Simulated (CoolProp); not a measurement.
R21 along the isobar 6890 kPa: density (kg/m³) from the reference equation and from simpler models built on Tc = 452.7 K, pc = 5289 kPa, ω = 0.206; each cubic takes its own stable root.

Values from CoolProp's reference Helmholtz-energy equation of state, Platzer 1990. This equation is an older, rougher fit; its heat capacities, sound speeds and derivatives of the liquid may be far off and weren't checked against measurements.

| T (K) | phase | reference | van der Waals | Redlich-Kwong | Soave-Redlich-Kwong |
|---|---|---|---|---|---|
| 218.1 | liquid | 1553 | 973.0 | 1434 | 1450 |
| 231.2 | liquid | 1527 | 959.6 | 1410 | 1430 |
| 244.4 | liquid | 1500 | 945.7 | 1386 | 1408 |
| 257.5 | liquid | 1473 | 931.5 | 1360 | 1384 |
| 270.7 | liquid | 1445 | 916.6 | 1334 | 1360 |
| 283.8 | liquid | 1417 | 901.4 | 1306 | 1334 |
| 297 | liquid | 1387 | 885.4 | 1276 | 1306 |
| 310.1 | liquid | 1357 | 868.9 | 1245 | 1277 |
| 323.3 | liquid | 1326 | 851.5 | 1213 | 1245 |
